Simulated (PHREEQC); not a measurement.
Make-up at 20 °C: 0.027 mol TMAH, 7.9e-07 mol H4SiO4 and 0.0018 mol CuSO4 per kg of water. Closed to the air; pH follows from the charge balance.

Equilibrium calculation in PHREEQC: ion-association model, wateq4f.dat.

Problem. The ionic strength comes out as 0.0290 mol/kgw. What activity coefficients do Cu(OH)4-2, Cu(OH)3-, SO4-2, OH- get?

Solution. Cu(OH)4-2 0.53, Cu(OH)3- 0.85, SO4-2 0.54, OH- 0.85.

Precipitation was switched off in this run. Saturation is exceeded, for instance for Cu(OH)2, Tenorite (slow to form); the values hold only as long as no solid forms. (CH3)4N+ isn't in the database: it is added as a free cation with an ion size of 4 Å. The database's constant for dissolved Cu(OH)2 is higher than later reviews accept.
